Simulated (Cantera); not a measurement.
Input (Python, Cantera):

```python
import numpy as np
import cantera as ct

gas = ct.Solution("gri30.yaml")
gas.TPX = 1223, 1000000, {'CO': 1, 'H2': 1.2, 'O2': 1.33, 'N2': 4.98, 'H2O': 0.21}
reactor = ct.IdealGasReactor(gas, energy="on", clone=False)
net = ct.ReactorNet([reactor])
net.rtol, net.atol = 1e-08, 1e-16
show = ['CO', 'H2', 'O2', 'HO2', 'NO2', 'NO', 'N2O']
times = np.geomspace(2e-06, 4, 11)

steps = ct.SolutionArray(gas, extra=["t"])
rows = []
print(f"{'t/s':>10s}{'T/K':>9s}{'P/Pa':>11s}" + "".join(f"{s:>11s}" for s in show))
for t in times:
    while net.time < t:
        t_next = net.step()
        steps.append(gas.state, t=t_next)
    rows.append([np.interp(t, steps.t, y) for y in (steps.T, steps.P, *steps(*show).X.T)])
    print(f"{t:10.3e}{rows[-1][0]:9.1f}{rows[-1][1]:11.4g}" + "".join(f"{x:11.3e}" for x in rows[-1][2:]))
rate = np.gradient(steps.T, steps.t)
print("integrator steps:", len(steps.t))
if steps.T.max() > steps.T[0] + 200:
    print(f"time of steepest temperature rise: {steps.t[rate.argmax()]:.4e} s")
gas.TPX = 1223, 1000000, {'CO': 1, 'H2': 1.2, 'O2': 1.33, 'N2': 4.98, 'H2O': 0.21}
gas.equilibrate("UV")
print(f"equilibrium (UV): T = {gas.T:.1f} K  " + "  ".join(f"{s} {gas[s].X[0]:.3e}" for s in show))
```

Output:

```
       t/s      T/K       P/Pa         CO         H2         O2        HO2        NO2         NO        N2O
 2.000e-06   1223.0      1e+06  1.147e-01  1.376e-01  1.525e-01  2.760e-07  4.787e-22  1.683e-17  2.977e-13
 8.534e-06   1223.1      1e+06  1.147e-01  1.376e-01  1.525e-01  4.400e-06  2.123e-18  1.748e-15  6.476e-12
 3.641e-05   2975.5  2.189e+06  3.138e-02  7.129e-03  4.156e-02  3.308e-05  9.654e-07  7.885e-04  3.545e-06
 1.554e-04   2957.2  2.173e+06  3.114e-02  7.167e-03  3.585e-02  2.857e-05  1.527e-05  1.332e-02  3.717e-06
 6.629e-04   2952.0  2.169e+06  3.115e-02  7.189e-03  3.452e-02  2.751e-05  1.843e-05  1.633e-02  3.832e-06
 2.828e-03   2952.0  2.169e+06  3.115e-02  7.189e-03  3.452e-02  2.751e-05  1.843e-05  1.634e-02  3.832e-06
 1.207e-02   2952.0  2.169e+06  3.115e-02  7.189e-03  3.452e-02  2.751e-05  1.843e-05  1.634e-02  3.832e-06
 5.149e-02   2952.0  2.169e+06  3.115e-02  7.189e-03  3.452e-02  2.751e-05  1.843e-05  1.634e-02  3.832e-06
 2.197e-01   2952.0  2.169e+06  3.115e-02  7.189e-03  3.452e-02  2.751e-05  1.843e-05  1.634e-02  3.832e-06
 9.375e-01   2952.0  2.169e+06  3.115e-02  7.189e-03  3.452e-02  2.751e-05  1.843e-05  1.634e-02  3.832e-06
 4.000e+00   2952.0  2.169e+06  3.115e-02  7.189e-03  3.452e-02  2.751e-05  1.843e-05  1.634e-02  3.832e-06
integrator steps: 1402
time of steepest temperature rise: 3.1520e-05 s
equilibrium (UV): T = 2952.0 K  CO 3.115e-02  H2 7.189e-03  O2 3.452e-02  HO2 2.751e-05  NO2 1.843e-05  NO 1.634e-02  N2O 3.832e-06
```

Computed with Cantera and GRI-Mech 3.0 (53 species, 325 reactions). The hydrogen kinetics of GRI-Mech 3.0 are dated; newer H2 mechanisms differ, most at raised pressure.
